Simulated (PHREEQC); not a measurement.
# Hard or scaling water

Consider water at 25 °C with 7.7 mmol/kgw CaCl2, 0.83 mmol/kgw NaF and 0.00054 mmol/kgw H4SiO4. Closed to the air; pH follows from the charge balance.

Model: ion-association model, wateq4f.dat, run in PHREEQC.

Each row changes one thing in this solution. No solid was allowed to form.

```
case                                       pH  F- (mol/kgw)  CaF+ (mol/kgw)  HF (mol/kgw)  SI of Fluorite (CaF2)  SI of Quartz (SiO2)
---------------------------------------  ----  ------------  --------------  ------------  ---------------------  -------------------
as made                                  7.12      0.000800         2.99e-5       7.81e-8                  +1.91                -2.29
temperature from 25 to 30 °C             7.05      0.000797         3.32e-5       9.91e-8                  +1.85                  [?]
NaF replaced by HF at the same molality  3.33      0.000507         1.90e-5      0.000302                  +1.52                -2.28
diluted 2-fold with water                7.07      0.000406         8.77e-6       4.58e-8                  +1.12                -2.59
temperature from 25 to 90 °C             6.51      0.000741         8.78e-5       1.06e-6                  +1.37                -3.07
0.00018 mol/kgw LiF added                7.14      0.000973         3.62e-5       9.05e-8                  +2.08                -2.29
diluted 100-fold with water              7.00       8.29e-6         5.18e-9       1.22e-9                  -3.72                -4.29
temperature from 25 to 5 °C              7.39      0.000811         1.87e-5       2.97e-8                    [?]                -1.97
NaF from 0.00083 to 0.00166 mol/kgw      7.20       0.00160         5.90e-5       1.28e-7                  +2.50                -2.29
```

Q: Some entries are withheld; supply them.

A: 
- temperature from 25 to 30 °C, SI of Quartz (SiO2): -2.36
- temperature from 25 to 5 °C, SI of Fluorite (CaF2): +2.21

Some of these states are supersaturated (in Fluorite, for instance). At this temperature some constants are extrapolated from 25 °C, and those without enthalpy data are left unchanged. SiF6-2 is the database's only silicon fluoride.
